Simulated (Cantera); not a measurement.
Charge: 1 mol Fe, 0.16 mol SO2, 47 mol CO, held at 750 K and 1 atm.

Method: chemical equilibrium by Gibbs-energy minimisation in Cantera with the NASA 1993 tables (ideal gas, pure condensed phases). Candidate condensed phases: C, Fe, Fe(CO)5, FeO, FeS, FeSO4, FeS2, Fe2O3, Fe2(SO4)3, Fe3O4, S; 25 gas species. FeS: taken at fixed stoichiometry. The numbers say what is thermodynamically allowed, not how fast it happens.

**Question.** What is the equilibrium state?

**Answer.** 
| Item | Value |
|---|---|
| x(CO2) | 0.959 |
| x(CO) | 0.0412 |
| x(COS) | 6.56e-6 |
| n(C(graphite)) | 23.4 mol |
| n(FeS(s)) | 0.160 mol |
| n(Fe3O4(s)) | 0.280 mol |
| gas amount | 23.59 mol |
| log10 activity of Fe(α) (absent) | -1.78 |
| log10 activity of S(l) (absent) | -5.45 |
| log10 activity of FeSO4(s) (absent) | -16.03 |
